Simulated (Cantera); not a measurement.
A closed system holds: 1 mol Si, 0.0025 mol O2, 70 mol N2, at 1.30 Pa.

Cantera equilibrium calculation (NASA polynomials, part measured and part estimated; ideal gas, pure solids and liquids). Candidate condensed phases: Si, SiO2, Si2N2O, Si3N4; 16 gas species. The tables' values for SiN are old estimates; treat these amounts as uncertain. Kinetics and transport are ignored. All values below are at 1773 K.

Base state: N2 0.986, Si 0.0140, SiO 7.04e-5, SiN 2.40e-5 (mole fractions); condensed: gas only.

Task: What changes in the equilibrium state with this change: pressure from 1.30 Pa to 4.30 mbar?

Result: 
```json
[
 {"species": "N2", "before": "0.986", "after": "0.999"},
 {"species": "Si", "before": "0.0140", "after": "0.000495"},
 {"species": "SiO", "before": "7.04e-5", "after": "7.14e-5"},
 {"species": "Si2N", "before": "3.39e-6", "after": "2.58e-5"},
 {"species": "SiN", "before": "2.40e-5", "after": "1.56e-5"},
 {"species": "Si(l), mol", "before": "0", "after": "0.955"}
]
```
